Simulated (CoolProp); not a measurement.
Vapour-liquid equilibrium of isobutane (1) + isobutene (2) at 0.00934 MPa; x and y are mole fractions of (1).

Values from CoolProp's multi-fluid Helmholtz-energy mixture model, Bücker 2006 and Lemmon 2005; pair parameters Bell 2016.

Problem. Give the bubble temperature and the first vapour's composition at x = 0.65, 0.8, 0.95. Is there an azeotrope?

Solution. x = 0.65: -58.7 °C, y = 0.706; x = 0.8: -59.3 °C, y = 0.834; x = 0.95: -59.7 °C, y = 0.959. No azeotrope shows between x = 0.05 and 0.95.

The pair parameters rest on a limited set of measurements; away from them the model extrapolates.
